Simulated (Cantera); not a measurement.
Cantera run:

```python
import numpy as np
import cantera as ct

gas_names = """
    B BH BH2 BH3 BN B2 H H2 N NH NH2 NH3 N2 N2H2 N2H4
""".split()
cond_names = """
    B(b) B(L) BN(s)
""".split()


# ... load() reads the species with a 1 bar reference pressure and builds the phases ...
atoms = {
    'BN': {'B': 1, 'N': 1},
    'H2': {'H': 2},
}
top_T = {'BN(s)': 3200}  # K; cautious upper limits of use, not melting points


# ... equilibrate(T, P, feed) seeds the gas with the atoms and calls Mixture.equilibrate('TP', solver="vcs", rtol=1e-11, max_steps=5000) ...
results = []
feed = {'BN': 1, 'H2': 0.037}  # mol
P = 1000  # Pa
for T in [2400, 2450, 2500, 2550, 2600, 2650, 2700, 2750]:
    mix = equilibrate(T, P, feed)
    results.append((T, P, feed, dict(zip(mix.species_names, mix.species_moles))))

top = {s: max(r[3][s] / sum(r[3][g] for g in gas_names) for r in results) for s in gas_names}
cols = sorted((s for s in top if top[s] > 1e-05), key=lambda s: -top[s])[:6]
seen = [c for c in cond_names if any(r[3].get(c, 0) > 1e-12 for r in results)]
print("log10 of partial pressures in bar; condensed amounts in mol")
print(f"{'T/K':>10s}" + "".join(f"{s[:9]:>10s}" for s in cols + seen))
for T, P, feed, n in results:
    ng = sum(n[g] for g in gas_names)
    print(f"{T:10.4g}" + "".join(f"{np.log10(max(n[s] / ng * P / 1e5, 1e-99)):10.3f}" for s in cols)
          + "".join(f"{n.get(c, 0):10.4g}" for c in seen))
```

It prints:

```
log10 of partial pressures in bar; condensed amounts in mol
       T/K        N2         H         B        H2        BN        BH      B(L)
      2400    -2.040    -3.451    -4.496    -3.305    -5.856    -6.322    0.9981
      2450    -2.043    -3.368    -4.275    -3.343    -5.675    -6.173    0.9968
      2500    -2.046    -3.294    -4.062    -3.388    -5.501    -6.036    0.9949
      2550    -2.051    -3.228    -3.858    -3.443    -5.335    -5.909    0.9918
      2600    -2.056    -3.170    -3.662    -3.509    -5.176    -5.794     0.987
      2650    -2.064    -3.122    -3.474    -3.586    -5.025    -5.691    0.9798
      2700    -2.074    -3.084    -3.292    -3.677    -4.881    -5.600    0.9688
      2750    -2.088    -3.057    -3.118    -3.784    -4.744    -5.523     0.952
```

Equilibrium computed with Cantera from the NASA thermochemical tables; the gas is ideal and each condensed phase is pure. The tables' values for BH2 are old estimates; treat these amounts as uncertain.
